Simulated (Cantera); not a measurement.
What does this Cantera script print?

```python
import numpy as np
import cantera as ct

gas = ct.Solution("gri30.yaml")
gas.TPX = 1950, 1500, {'NO': 1, 'N2': 0.25}
reactor = ct.IdealGasConstPressureReactor(gas, energy="off", clone=False)
net = ct.ReactorNet([reactor])
net.rtol, net.atol = 1e-08, 1e-18
show = ['NO', 'O2', 'N2O', 'N2', 'O', 'NO2']
times = np.geomspace(6e-05, 100, 13)

steps = ct.SolutionArray(gas, extra=["t"])
rows = []
print(f"{'t/s':>10s}{'T/K':>9s}{'P/Pa':>11s}" + "".join(f"{s:>11s}" for s in show))
for t in times:
    while net.time < t:
        t_next = net.step()
        steps.append(gas.state, t=t_next)
    rows.append([np.interp(t, steps.t, y) for y in (steps.T, steps.P, *steps(*show).X.T)])
    print(f"{t:10.3e}{rows[-1][0]:9.1f}{rows[-1][1]:11.4g}" + "".join(f"{x:11.3e}" for x in rows[-1][2:]))
rate = np.gradient(steps.T, steps.t)
print("integrator steps:", len(steps.t))
if steps.T.max() > steps.T[0] + 200:
    print(f"time of steepest temperature rise: {steps.t[rate.argmax()]:.4e} s")
gas.TPX = 1950, 1500, {'NO': 1, 'N2': 0.25}
gas.equilibrate("TP")
print(f"equilibrium (TP): T = {gas.T:.1f} K  " + "  ".join(f"{s} {gas[s].X[0]:.3e}" for s in show))
```

Result:

```
       t/s      T/K       P/Pa         NO         O2        N2O         N2          O        NO2
 6.000e-05   1950.0       1500  8.000e-01  1.976e-10  4.607e-07  2.000e-01  4.612e-07  2.317e-10
 1.980e-04   1950.0       1500  8.000e-01  2.186e-09  1.517e-06  2.000e-01  1.523e-06  2.542e-09
 6.533e-04   1950.0       1500  8.000e-01  2.346e-08  4.977e-06  2.000e-01  5.037e-06  2.661e-08
 2.156e-03   1950.0       1500  8.000e-01  2.597e-07  1.610e-05  2.000e-01  1.676e-05  2.704e-07
 7.114e-03   1950.0       1500  7.999e-01  2.977e-06  4.973e-05  2.000e-01  5.689e-05  2.315e-06
 2.347e-02   1950.0       1500  7.995e-01  4.051e-05  1.316e-04  2.001e-01  1.975e-04  1.214e-05
 7.746e-02   1950.0       1500  7.981e-01  5.141e-04  2.167e-04  2.006e-01  4.986e-04  2.460e-05
 2.556e-01   1950.0       1500  7.927e-01  3.126e-03  2.130e-04  2.033e-01  6.197e-04  3.057e-05
 8.434e-01   1950.0       1500  7.741e-01  1.234e-02  1.947e-04  2.126e-01  7.222e-04  4.278e-05
 2.783e+00   1950.0       1500  7.086e-01  4.493e-02  1.474e-04  2.453e-01  9.889e-04  6.992e-05
 9.184e+00   1950.0       1500  4.937e-01  1.520e-01  5.962e-05  3.526e-01  1.543e-03  9.304e-05
 3.030e+01   1950.0       1500  1.279e-01  3.345e-01  3.398e-06  5.354e-01  2.163e-03  3.688e-05
 1.000e+02   1950.0       1500  1.477e-02  3.910e-01  7.814e-08  5.919e-01  2.319e-03  4.630e-06
integrator steps: 1123
equilibrium (TP): T = 1950.0 K  NO 7.955e-03  O2 3.944e-01  N2O 4.782e-08  N2 5.953e-01  O 2.328e-03  NO2 2.506e-06
```

Detailed kinetics in Cantera: GRI-Mech 3.0 (53 species, 325 reactions). Radical loss at walls, strong at low pressure, is not modelled.
